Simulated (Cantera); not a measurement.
A closed system holds: 1 mol Fe2O3, 2.8 mol CH4, 0.42 mol N2, 1.3 mol CO, equilibrated at 550 °C and 0.00150 bar.

These are equilibrium values from Cantera (NASA tables, ideal gas, pure condensed phases), not measurements of a reactor. Candidate condensed phases: C, C6H6, C7H8, C8H18, Fe, Fe(CO)5, FeO, Fe(OH)2, Fe(OH)3, Fe2O3, Fe3O4, H2O; 140 gas species. The numbers say what is thermodynamically allowed, not how fast it happens.

Base state: H2 0.547, CO 0.391, N2 0.0415, CO2 0.0145, H2O 0.00562, CH4 0.000315 (mole fractions); condensed: Fe(α).

Q: What changes in the equilibrium state with this change: temperature from 550 °C to 1752 °C?

A: 
```csv
species,before,after
H2,0.547,0.425
CO,0.391,0.331
Fe,<1e-9,0.162
H,<1e-9,0.0324
CO2,0.0145,0.00228
H2O,0.00562,0.0137
N2,0.0415,0.0341
CH4,0.000315,<1e-9
FeO,<1e-9,0.000111
OH,<1e-9,0.000109
"Fe(α), mol",2.00,0
```
